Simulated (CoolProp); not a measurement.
Vapour-liquid equilibrium of n-heptane (1) + o-xylene (2) at 2.79 bar; x and y are mole fractions of (1).

Computed with CoolProp (multi-fluid Helmholtz-energy mixture model, Span 2003 and Zhou 2012; pair parameters Bell 2016).

Q: Give the bubble temperature and the first vapour's composition at x = 0.05, 0.65, 0.95. Is there an azeotrope?

A: x = 0.05: 455.0 K, y = 0.143; x = 0.65: 420.9 K, y = 0.829; x = 0.95: 411.6 K, y = 0.978. No azeotrope shows between x = 0.05 and 0.95.

The pair parameters rest on a limited set of measurements; away from them the model extrapolates.
